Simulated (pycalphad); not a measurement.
All values are pycalphad results on the COST 507 light-alloy database (1999) (1 atm), not direct measurements. The data set is of 1999 and partly superseded. Amounts are mole fractions of atoms.

Q: Give the equilibrium state of Al-0.1657Si-0.9269Fe (wt.%) at 337 °C.

A: 
```
T = 610.00 K, P = 101325 Pa, N = 1 mol of atoms
G = -20950 J/mol, H = 7685 J/mol, S = 46.94 J/(mol K)  (SER reference)
chemical potentials (J/mol): Al -20459, Si -24802, Fe -128006
phase             fraction      x(Al)      x(Si)      x(Fe)
FCC_A1              0.9769     0.9999   0.000129   1.48e-06
ALFESI_ALPHA        0.0206     0.7384     0.0716     0.1900
AL13FE4             0.0025     0.7644   4.28e-05     0.2356
```

Q: Give the equilibrium state of Al-0.1657Si-0.9269Fe (wt.%) at 577 °C.

A: 
```
T = 850.00 K, P = 101325 Pa, N = 1 mol of atoms
G = -33453 J/mol, H = 14922 J/mol, S = 56.91 J/(mol K)  (SER reference)
chemical potentials (J/mol): Al -32982, Si -39395, Fe -135218
phase             fraction      x(Al)      x(Si)      x(Fe)
FCC_A1              0.9814     0.9983     0.0016   9.49e-05
AL13FE4             0.0186     0.7620     0.0012     0.2368
```

Database names, with the compositions (at.%) that they take in these runs: AL13FE4: Al 76 Fe 24; ALFESI_ALPHA: Al 74 Fe 19 Si 7. FCC_A1 is fcc.
